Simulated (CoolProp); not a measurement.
Properties of sulfur dioxide along the isobar 0.839 MPa (Tc = 157.5 °C, pc = 7.887 MPa, ω = 0.256).

Model: reference Helmholtz-energy equation of state, Gao 2016, in CoolProp.

```json
[
 {"T (°C)": "-40.85", "phase": "liquid", "Z": "0.01805", "cp (kJ/(kg K))": "1.360", "cv (kJ/(kg K))": "0.8416", "Joule-Thomson coefficient (K/MPa)": "-0.2955", "isothermal compressibility (1/MPa)": "0.0007796"},
 {"T (°C)": "-31.35", "phase": "liquid", "Z": "0.01762", "cp (kJ/(kg K))": "1.358", "cv (kJ/(kg K))": "0.8345", "Joule-Thomson coefficient (K/MPa)": "-0.2888", "isothermal compressibility (1/MPa)": "0.0008547"},
 {"T (°C)": "-21.75", "phase": "liquid", "Z": "0.01722", "cp (kJ/(kg K))": "1.357", "cv (kJ/(kg K))": "0.8285", "Joule-Thomson coefficient (K/MPa)": "-0.2802", "isothermal compressibility (1/MPa)": "0.0009413"},
 {"T (°C)": "-12.25", "phase": "liquid", "Z": "0.01687", "cp (kJ/(kg K))": "1.359", "cv (kJ/(kg K))": "0.8234", "Joule-Thomson coefficient (K/MPa)": "-0.2695", "isothermal compressibility (1/MPa)": "0.001040"},
 {"T (°C)": "-2.65", "phase": "liquid", "Z": "0.01656", "cp (kJ/(kg K))": "1.363", "cv (kJ/(kg K))": "0.8192", "Joule-Thomson coefficient (K/MPa)": "-0.2563", "isothermal compressibility (1/MPa)": "0.001156"},
 {"T (°C)": "6.85", "phase": "liquid", "Z": "0.01628", "cp (kJ/(kg K))": "1.370", "cv (kJ/(kg K))": "0.8157", "Joule-Thomson coefficient (K/MPa)": "-0.2404", "isothermal compressibility (1/MPa)": "0.001290"},
 {"T (°C)": "16.45", "phase": "liquid", "Z": "0.01604", "cp (kJ/(kg K))": "1.380", "cv (kJ/(kg K))": "0.8127", "Joule-Thomson coefficient (K/MPa)": "-0.2208", "isothermal compressibility (1/MPa)": "0.001451"},
 {"T (°C)": "25.95", "phase": "liquid", "Z": "0.01583", "cp (kJ/(kg K))": "1.392", "cv (kJ/(kg K))": "0.8104", "Joule-Thomson coefficient (K/MPa)": "-0.1973", "isothermal compressibility (1/MPa)": "0.001644"},
 {"T (°C)": "35.45", "phase": "liquid", "Z": "0.01566", "cp (kJ/(kg K))": "1.409", "cv (kJ/(kg K))": "0.8085", "Joule-Thomson coefficient (K/MPa)": "-0.1686", "isothermal compressibility (1/MPa)": "0.001879"}
]
```
